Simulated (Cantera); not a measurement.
An isothermal, constant-pressure homogeneous reactor starts with C2H6 : H2 = 1 : 3.2 (molar parts), at 1498 K and 100.0 Torr. Integrator tolerance rtol = 1e-08.

Model: GRI-Mech 3.0 (53 species, 325 reactions), integrated in Cantera. GRI-Mech 3.0 stops at C3 and has no aromatics, soot or wall deposition, so with more carbon than oxygen in the feed, carbon stays in small species such as C2H2 where larger ones or solid carbon would form.

Question: What does this change do: pressure from 100.0 Torr to 1.01 bar?

Answer: 
```tsv
quantity	before	after
x(C2H6) at 1.00 s	1.91e-5 (gas-phase equilibrium 4.37e-6)	0.000122 (gas-phase equilibrium 0.000123)
x(H2) at 1.00 s	0.764 (gas-phase equilibrium 0.816)	0.733 (gas-phase equilibrium 0.728)
x(H) at 1.00 s	3.17e-5 (gas-phase equilibrium 4.28e-5)	1.51e-5 (gas-phase equilibrium 1.47e-5)
x(C2H4) at 1.00 s	0.00377 (gas-phase equilibrium 0.00458)	0.0196 (gas-phase equilibrium 0.0191)
x(C2H2) at 1.00 s	0.120 (gas-phase equilibrium 0.146)	0.0922 (gas-phase equilibrium 0.0899)
x(CH2) at 1.00 s	3.10e-9 (gas-phase equilibrium 1.50e-9)	1.11e-9 (gas-phase equilibrium 1.11e-9)
x(CH3) at 1.00 s	9.38e-5 (gas-phase equilibrium 3.45e-5)	6.47e-5 (gas-phase equilibrium 6.65e-5)
```

Question: What does this change do: pressure from 100.0 Torr to 4.73 Torr?

Answer: 
```csv
quantity,before,after
x(C2H6) at 1.00 s,1.91e-5 (gas-phase equilibrium 4.37e-6),2.37e-5 (gas-phase equilibrium 1.13e-8)
x(H2) at 1.00 s,0.764 (gas-phase equilibrium 0.816),0.722 (gas-phase equilibrium 0.837)
x(H) at 1.00 s,3.17e-5 (gas-phase equilibrium 4.28e-5),8.93e-5 (gas-phase equilibrium 0.000199)
x(C2H4) at 1.00 s,0.00377 (gas-phase equilibrium 0.00458),0.00133 (gas-phase equilibrium 0.000243)
x(C2H2) at 1.00 s,0.120 (gas-phase equilibrium 0.146),0.100 (gas-phase equilibrium 0.161)
x(CH2) at 1.00 s,3.10e-9 (gas-phase equilibrium 1.50e-9),3.84e-8 (gas-phase equilibrium 1.59e-9)
x(CH3) at 1.00 s,9.38e-5 (gas-phase equilibrium 3.45e-5),0.000439 (gas-phase equilibrium 8.06e-6)
```
Radical loss at walls, strong at low pressure, is not modelled.

Question: What does this change do: temperature 1498 to 1900 K?

Answer: 
```json
[
 {"quantity": "x(C2H6) at 1.00 s", "before": "1.91e-5 (gas-phase equilibrium 4.37e-6)", "after": "1.91e-8 (gas-phase equilibrium 1.90e-8)"},
 {"quantity": "x(H2) at 1.00 s", "before": "0.764 (gas-phase equilibrium 0.816)", "after": "0.836 (gas-phase equilibrium 0.836)"},
 {"quantity": "x(H) at 1.00 s", "before": "3.17e-5 (gas-phase equilibrium 4.28e-5)", "after": "0.00200 (gas-phase equilibrium 0.00200)"},
 {"quantity": "x(C2H4) at 1.00 s", "before": "0.00377 (gas-phase equilibrium 0.00458)", "after": "0.000216 (gas-phase equilibrium 0.000216)"},
 {"quantity": "x(C2H2) at 1.00 s", "before": "0.120 (gas-phase equilibrium 0.146)", "after": "0.161 (gas-phase equilibrium 0.161)"},
 {"quantity": "x(CH2) at 1.00 s", "before": "3.10e-9 (gas-phase equilibrium 1.50e-9)", "after": "1.63e-7 (gas-phase equilibrium 1.62e-7)"},
 {"quantity": "x(CH3) at 1.00 s", "before": "9.38e-5 (gas-phase equilibrium 3.45e-5)", "after": "5.60e-5 (gas-phase equilibrium 5.58e-5)"}
]
```
